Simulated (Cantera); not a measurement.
**Thermodynamics of silicon epitaxy and polysilicon growth, feed SiHCl3 + H2**

A closed system holds: 1 mol SiHCl3, a varied amount of H2, equilibrated at 1325 °C and 0.390 bar.

Cantera equilibrium calculation (NASA polynomials, part measured and part estimated; ideal gas, pure solids and liquids). Candidate condensed phases: Si; 19 gas species. The tables' values for SiCl3 are old estimates; treat these amounts as uncertain. Equilibrium is a limit: real reactors are often held back by kinetics, nucleation or transport.

```csv
n(H2) (mol),x H2,x HCl,x SiCl2,x SiCl3,n Si(s)
6.2,0.757,0.138,0.0860,0.0117,0.148
9,0.809,0.119,0.0604,0.00689,0.220
13,0.853,0.101,0.0408,0.00382,0.300
19,0.889,0.0819,0.0260,0.00194,0.392
28,0.918,0.0646,0.0156,0.000907,0.489
41,0.940,0.0498,0.00908,0.000401,0.583
60,0.957,0.0375,0.00506,0.000167,0.669
88,0.969,0.0276,0.00271,6.54e-5,0.746
130,0.979,0.0198,0.00138,2.39e-5,0.811
190,0.985,0.0142,0.000702,8.64e-6,0.860
270,0.989,0.0103,0.000367,3.27e-6,0.896
400,0.993,0.00710,0.000175,1.07e-6,0.926
580,0.995,0.00498,8.58e-5,3.69e-7,0.945
```
x: gas mole fraction; n: condensed amount in mol.

From 6.2 mol H2 to 580 mol H2 the condensed part is Si(s). The main Si-bearing gas is SiCl2 throughout. The share of Si in condensed phases is highest at 580 mol H2 (94.5 %) and lowest at 6.2 mol H2 (14.8 %).
